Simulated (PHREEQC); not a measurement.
Model water analysis in mg/L, 25 °C, pH 6.31, pe 10.3:

| constituent | mg/L |
|---|---|
| Na | 3.28 |
| K | 0.902 |
| Ca | 3.29 |
| Mg | 0.0509 |
| Cl | 0.299 |
| S(6) as SO4 | 6.7 |
| Alkalinity as HCO3 | 10.9 |
| Li | 0.000348 |
| Sr | 0.433 |
| Cd | 0.0308 |
| Br | 0.194 |
| Ba | 0.0153 |
| Zn | 0.164 |

Valence states are taken as typed.

The numbers come from PHREEQC with the ion-association model, wateq4f.dat.

```tsv
quantity	before	after
CO2 (mol/kgw)	0.000192	0.000202
CaSO4 (mol/kgw)	9.07e-7	1.42e-6
CaHCO3+ (mol/kgw)	1.67e-7	2.59e-7
SrSO4 (mol/kgw)	5.33e-8	9.36e-8
NaSO4- (mol/kgw)	4.43e-8	6.07e-8
ZnSO4 (mol/kgw)	3.18e-8	4.12e-8
SI of Otavite (CdCO3)	-2.29	-2.11
```

**Question.** Which change was made?
A. temperature from 25 to 90 °C at the same typed pH
B. Ca from 3.29 to 9.87 mg/L
C. pH from 6.31 to 6.01 at the same alkalinity

**Answer.** A, temperature from 25 to 90 °C at the same typed pH

This is a speciation only: nothing precipitates in the calculation. Constants without temperature data keep their 25 °C values here.
